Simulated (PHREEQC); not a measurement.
0.38 g of hydrous ferric oxide (600 m²/g; 0.2 weak and 0.005 strong sites per Fe, Dzombak-Morel constants, diffuse double layer) in 1 kg of water with 0.01 mol/kgw of an inert sodium salt, at 25 °C; the pH is set by adding NaOH or the inert anion's acid. O2 is buffered at 0.21 atm. CO2 from the air is kept out. No solid was allowed to form.

Equilibrium calculation in PHREEQC: ion-association model, wateq4f.dat.

```
pH     surface charge σ (C/m²)  surface potential ψ (mV)
-----  -----------------------  ------------------------
4                        0.217                       185
4.67                     0.144                       164
5.33                     0.088                       139
6                        0.050                       110
6.67                     0.025                        78
7.33                     0.011                       ___
8                        0.001                       ___
8.67                       ___                       -31
9.33                    -0.020                       -66
10                      -0.040                      -100
10.67                   -0.075                      -130
11.33                   -0.131                       ___
12                      -0.229                      -168
```

Problem. Complete the blanks.

Solution. 
- 7.33, surface potential ψ (mV): 43
- 8, surface potential ψ (mV): 6
- 8.67, surface charge σ (C/m²): -0.007
- 11.33, surface potential ψ (mV): -154
